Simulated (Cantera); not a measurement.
An isothermal, constant-pressure homogeneous reactor starts with C2H6 : N2 = 1 : 64 (molar parts), at 1948 K and 180 Pa. Integrator tolerance rtol = 1e-08.

Detailed kinetics in Cantera: GRI-Mech 3.0 (53 species, 325 reactions). GRI-Mech 3.0 stops at C3 and has no aromatics, soot or wall deposition, so with more carbon than oxygen in the feed, carbon stays in small species such as C2H2 where larger ones or solid carbon would form. Radical loss at walls, strong at low pressure, is not modelled.

**Question.** What does this change do: N2 64 to 22 parts?

**Answer.** 
| quantity | before | after |
|---|---|---|
| x(C2H6) at 30.0 s | <1e-12 (gas-phase equilibrium <1e-12) | <1e-12 (gas-phase equilibrium <1e-12) |
| x(C2H2) at 30.0 s | 0.0148 (gas-phase equilibrium 0.00166) | 0.0397 (gas-phase equilibrium 0.00961) |
| x(CH2) at 30.0 s | 4.70e-9 (gas-phase equilibrium 4.56e-9) | 6.81e-9 (gas-phase equilibrium 1.82e-8) |
| x(C2H) at 30.0 s | 1.34e-5 (gas-phase equilibrium 4.17e-6) | 4.31e-5 (gas-phase equilibrium 1.46e-5) |
| x(H) at 30.0 s | 0.00169 (gas-phase equilibrium 0.00446) | 0.00537 (gas-phase equilibrium 0.00740) |
| x(C2H4) at 30.0 s | 1.03e-8 (gas-phase equilibrium 7.42e-10) | 5.95e-8 (gas-phase equilibrium 1.19e-8) |
| x(CH4) at 30.0 s | 5.56e-8 (gas-phase equilibrium 7.04e-9) | 5.66e-8 (gas-phase equilibrium 7.76e-8) |
